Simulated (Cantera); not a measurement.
Input: 1 mol Si3H8, 0.023 mol Cl2, 94 mol H2, 1.3 mol HCl, equilibrated at 1550 K and 1.00 bar.

Equilibrium computed with Cantera from the NASA thermochemical tables; the gas is ideal and each condensed phase is pure. Candidate condensed phases: Si; 19 gas species. The feed counts by its element totals alone. The tables' values for SiCl3 are old estimates; treat these amounts as uncertain. The numbers say what is thermodynamically allowed, not how fast it happens.

**Question.** What is the equilibrium state?

**Answer.** 
```
Item            Value
----------  ---------
x(H2)           0.987
x(HCl)         0.0124
x(SiCl2)     0.000521
x(H)          3.13e-5
x(SiCl3)      1.19e-5
x(SiH2Cl2)    1.18e-5
x(SiHCl3)     7.38e-6
x(SiH3Cl)     5.55e-6
x(SiH2)       2.76e-6
n(Si(s))     2.94 mol
gas amount  99.32 mol
```
